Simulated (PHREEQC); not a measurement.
Dissolve 0.0026 mol/kgw CaSO4 at 91 °C. Closed to the air; pH follows from the charge balance.

Computed with PHREEQC (ion-association model, phreeqc.dat).

Precipitation was switched off in this run.

Q: Predict the ionic strength.

A: ionic strength 0.00840 mol/kgw.

Q: In which forms is Ca present?

A: Ca+2 81 %, CaSO4 19 % of the Ca.

At this temperature some constants are extrapolated from 25 °C, and those without enthalpy data are left unchanged.
